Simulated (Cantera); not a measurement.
Cantera run:

```python
import numpy as np
import cantera as ct

gas_names = """
    C CO CO2 C2 C2O C3 C3O2 C4 C5 Cu CuO Cu2 O O2 O3
""".split()
cond_names = """
    C(gr) Cu(cr) Cu(L) CuO(s) Cu2O(s) Cu2O(L)
""".split()


# ... load() reads the species with a 1 bar reference pressure and builds the phases ...
atoms = {
    'CuO': {'Cu': 1, 'O': 1},
    'CO': {'C': 1, 'O': 1},
    'C': {'C': 1},
}
top_T = {'C(gr)': 4500, 'CuO(s)': 1390}  # K; cautious upper limits of use, not melting points


# ... equilibrate(T, P, feed) seeds the gas with the atoms and calls Mixture.equilibrate('TP', solver="vcs", rtol=1e-11, max_steps=5000) ...
results = []
feed = {'CuO': 1, 'CO': 3.1, 'C': 0.38}  # mol
P = 58  # Pa
for T in [1948, 1998, 2048, 2098, 2148, 2198, 2248, 2298, 2348, 2398, 2448, 2498, 2548, 2598]:
    mix = equilibrate(T, P, feed)
    results.append((T, P, feed, dict(zip(mix.species_names, mix.species_moles))))

top = {s: max(r[3][s] / sum(r[3][g] for g in gas_names) for r in results) for s in gas_names}
cols = sorted((s for s in top if top[s] > 0.001), key=lambda s: -top[s])[:6]
seen = [c for c in cond_names if any(r[3].get(c, 0) > 1e-12 for r in results)]
print("log10 of partial pressures in bar; condensed amounts in mol")
print(f"{'T/K':>10s}" + "".join(f"{s[:9]:>10s}" for s in cols + seen))
for T, P, feed, n in results:
    ng = sum(n[g] for g in gas_names)
    print(f"{T:10.4g}" + "".join(f"{np.log10(max(n[s] / ng * P / 1e5, 1e-99)):10.3f}" for s in cols)
          + "".join(f"{n.get(c, 0):10.4g}" for c in seen))
```

Output:

```
log10 of partial pressures in bar; condensed amounts in mol
       T/K        CO        Cu       CO2         O        O2
      1948    -3.431    -3.888    -4.096    -7.090    -7.475
      1998    -3.431    -3.888    -4.098    -6.733    -7.104
      2048    -3.431    -3.888    -4.100    -6.396    -6.755
      2098    -3.431    -3.889    -4.105    -6.077    -6.429
      2148    -3.430    -3.890    -4.115    -5.779    -6.129
      2198    -3.428    -3.891    -4.132    -5.504    -5.861
      2248    -3.425    -3.894    -4.162    -5.254    -5.632
      2298    -3.422    -3.898    -4.207    -5.034    -5.450
      2348    -3.418    -3.903    -4.270    -4.844    -5.318
      2398    -3.414    -3.908    -4.354    -4.685    -5.236
      2448    -3.410    -3.914    -4.456    -4.554    -5.202
      2498    -3.407    -3.920    -4.575    -4.449    -5.211
      2548    -3.405    -3.926    -4.709    -4.367    -5.258
      2598    -3.404    -3.931    -4.855    -4.305    -5.336
```

These are equilibrium values from Cantera (NASA tables, ideal gas, pure condensed phases), not measurements of a reactor.
